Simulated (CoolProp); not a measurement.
Properties of CHF3 (R23) at several states.

Computed with CoolProp (reference Helmholtz-energy equation of state, Penoncello 2003).

```
T (°C)   p (MPa)          phase  cv (kJ/(kg K))  viscosity (µPa s)
-------  -------  -------------  --------------  -----------------
128.65      5.88  supercritical          0.7984               21.4
177.15     0.528            gas          0.8174               21.6
-123.15     1.34         liquid          0.7234                710
```

Viscosity comes from a separate model (Shan 2000).
